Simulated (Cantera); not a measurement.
Input (Python, Cantera):

```python
import numpy as np
import cantera as ct

gas = ct.Solution("gri30.yaml")
gas.TPX = 1750, 4600, {'CH4': 0.058, 'H2': 1, 'N2': 0.00061}
reactor = ct.IdealGasConstPressureReactor(gas, energy="off", clone=False)
net = ct.ReactorNet([reactor])
net.rtol, net.atol = 1e-08, 1e-18
show = ['CH4', 'H2', 'C2H2', 'HCN', 'CH2']
times = np.geomspace(9e-06, 10, 13)

steps = ct.SolutionArray(gas, extra=["t"])
rows = []
print(f"{'t/s':>10s}{'T/K':>9s}{'P/Pa':>11s}" + "".join(f"{s:>11s}" for s in show))
for t in times:
    while net.time < t:
        t_next = net.step()
        steps.append(gas.state, t=t_next)
    rows.append([np.interp(t, steps.t, y) for y in (steps.T, steps.P, *steps(*show).X.T)])
    print(f"{t:10.3e}{rows[-1][0]:9.1f}{rows[-1][1]:11.4g}" + "".join(f"{x:11.3e}" for x in rows[-1][2:]))
rate = np.gradient(steps.T, steps.t)
print("integrator steps:", len(steps.t))
if steps.T.max() > steps.T[0] + 200:
    print(f"time of steepest temperature rise: {steps.t[rate.argmax()]:.4e} s")
gas.TPX = 1750, 4600, {'CH4': 0.058, 'H2': 1, 'N2': 0.00061}
gas.equilibrate("TP")
print(f"equilibrium (TP): T = {gas.T:.1f} K  " + "  ".join(f"{s} {gas[s].X[0]:.3e}" for s in show))
```

It prints:

```
       t/s      T/K       P/Pa        CH4         H2       C2H2        HCN        CH2
 9.000e-06   1750.0       4600  5.479e-02  9.446e-01  2.973e-17  1.005e-20  3.410e-13
 2.871e-05   1750.0       4600  5.479e-02  9.446e-01  6.260e-15  1.061e-19  5.769e-12
 9.159e-05   1750.0       4600  5.478e-02  9.446e-01  1.025e-12  1.183e-18  8.653e-11
 2.922e-04   1750.0       4600  5.475e-02  9.446e-01  1.406e-10  2.210e-17  1.034e-09
 9.322e-04   1750.0       4600  5.467e-02  9.445e-01  2.054e-08  1.316e-15  1.086e-08
 2.974e-03   1750.0       4600  5.439e-02  9.444e-01  3.551e-06  1.273e-13  1.015e-07
 9.487e-03   1750.0       4600  5.288e-02  9.445e-01  3.306e-04  8.263e-12  5.484e-07
 3.026e-02   1750.0       4600  4.644e-02  9.477e-01  3.328e-03  8.992e-11  7.077e-07
 9.655e-02   1750.0       4600  3.267e-02  9.551e-01  1.005e-02  3.327e-10  5.631e-07
 3.080e-01   1750.0       4600  1.602e-02  9.639e-01  1.815e-02  8.616e-10  3.343e-07
 9.826e-01   1750.0       4600  5.718e-03  9.694e-01  2.315e-02  1.711e-09  1.397e-07
 3.135e+00   1750.0       4600  1.852e-03  9.714e-01  2.502e-02  2.787e-09  4.846e-08
 1.000e+01   1750.0       4600  7.514e-04  9.720e-01  2.556e-02  4.142e-09  2.006e-08
integrator steps: 831
equilibrium (TP): T = 1750.0 K  CH4 5.916e-04  H2 9.721e-01  C2H2 2.518e-02  HCN 9.085e-04  CH2 1.584e-08
```

Model: GRI-Mech 3.0 (53 species, 325 reactions), integrated in Cantera. GRI-Mech 3.0 stops at C3 and has no aromatics, soot or wall deposition, so with more carbon than oxygen in the feed, carbon stays in small species such as C2H2 where larger ones or solid carbon would form. Radical loss at walls, strong at low pressure, is not modelled.
